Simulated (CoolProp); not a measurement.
Toluene along the isobar 96.7 bar: fugacity coefficient from the reference equation and from simpler models built on Tc = 591.7 K, pc = 41.26 bar, ω = 0.266; each cubic takes its own stable root.

Computed with CoolProp (reference Helmholtz-energy equation of state, Lemmon 2006). It is a short technical equation, of lower accuracy than the large ones.

| T (K) | phase | reference |
|---|---|---|
| 483 | liquid | 0.1048 |
| 498.2 | liquid | 0.1296 |
| 513.4 | liquid | 0.1574 |
| 528.7 | liquid | 0.1882 |
| 543.9 | liquid | 0.2214 |
| 559.1 | liquid | 0.2569 |
| 574.3 | liquid | 0.2943 |
| 589.6 | liquid | 0.3334 |
| 604.8 | supercritical | 0.3732 |
| 620 | supercritical | 0.4133 |

How far does each simpler model (van der Waals, Redlich-Kwong, Soave-Redlich-Kwong, Peng-Robinson) lie from the reference over these 10 states: mean and median of the absolute difference, and the worst?


- van der Waals: mean 48.2 %, median 40.4 %, worst +110.8 % at 483 K and 96.7 bar
- Redlich-Kwong: mean 17.2 %, median 15.7 %, worst +34.4 % at 483 K and 96.7 bar
- Soave-Redlich-Kwong: mean 8.1 %, median 8.2 %, worst +8.5 % at 574.3 K and 96.7 bar
- Peng-Robinson: mean 1.8 %, median 1.9 %, worst +2.1 % at 574.3 K and 96.7 bar
